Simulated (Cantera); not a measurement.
A Cantera script and what it prints.

```python
import numpy as np
import cantera as ct

gas_names = """
    B2O2 N2O NO N2 O
""".split()
cond_names = """
    B(b) B(L) BN(s)
""".split()


# ... load() reads the species with a 1 bar reference pressure and builds the phases ...
species = {s.name: s for s in load("nasa_gas.yaml", gas_names) + load("nasa_condensed.yaml", cond_names)}
# Each term lists the table entries of one substance; the one whose range holds T is used.
reactions = {
    'B2O2(g) + 2 N2O(g) = 4 NO(g) + 2 B':
        [(-1, ['B2O2']), (-2, ['N2O']), (4, ['NO']), (2, ['B(b)', 'B(L)'])],
    'N2(g) + B2O2(g) = 2 BN + 2 O(g)':
        [(-1, ['N2']), (-1, ['B2O2']), (2, ['BN(s)']), (2, ['O'])],
}


def pick(names, T):
    return next(species[n] for n in names if species[n].thermo.min_temp <= T <= species[n].thermo.max_temp)


results = []
for label, terms in reactions.items():
    print(label)
    print("     T/K   dH/kJ  dS/(J/K)   dG/kJ   log10 K")
    for T in [300, 1148, 1248, 1348, 1448, 1548, 1648, 1748, 1848, 1948, 2048, 2148]:
        used = [(nu, pick(names, T)) for nu, names in terms]
        dH = sum(nu * s.thermo.h(T) for nu, s in used) / 1e6
        dS = sum(nu * s.thermo.s(T) for nu, s in used) / 1e3
        dG = dH - T * dS / 1e3
        logK = -dG * 1e6 / (ct.gas_constant * T * np.log(10))
        results.append((label, T, dH, dS, dG, logK, [s.name for _, s in used]))
        print(f"{T:8g} {dH:8.1f} {dS:8.1f} {dG:8.1f} {logK:8.2f}")
```

Result:

```
B2O2(g) + 2 N2O(g) = 4 NO(g) + 2 B
     T/K   dH/kJ  dS/(J/K)   dG/kJ   log10 K
     300    657.9    172.1    606.3  -105.57
    1148    657.6    172.9    459.2   -20.89
    1248    657.4    172.7    441.9   -18.50
    1348    657.2    172.5    424.7   -16.46
    1448    656.9    172.3    407.4   -14.70
    1548    656.7    172.2    390.2   -13.17
    1648    656.5    172.0    373.0   -11.82
    1748    656.3    171.9    355.8   -10.63
    1848    656.1    171.8    338.6    -9.57
    1948    656.0    171.7    321.4    -8.62
    2048    655.9    171.7    304.3    -7.76
    2148    655.8    171.6    287.1    -6.98
N2(g) + B2O2(g) = 2 BN + 2 O(g)
     T/K   dH/kJ  dS/(J/K)   dG/kJ   log10 K
     300    452.5    -82.5    477.3   -83.11
    1148    464.0    -68.0    542.0   -24.66
    1248    466.1    -66.2    548.8   -22.97
    1348    468.2    -64.6    555.3   -21.52
    1448    470.4    -63.1    561.7   -20.26
    1548    472.5    -61.6    567.9   -19.16
    1648    474.6    -60.3    574.0   -18.19
    1748    476.8    -59.0    580.0   -17.33
    1848    478.9    -57.9    585.8   -16.56
    1948    480.9    -56.8    591.5   -15.86
    2048    483.0    -55.8    597.2   -15.23
    2148    485.0    -54.8    602.7   -14.66
```

Standard-state values (1 bar) from the NASA 1993 polynomials, evaluated with Cantera. Condensed species are held in their standard states even where they would react or evaporate.
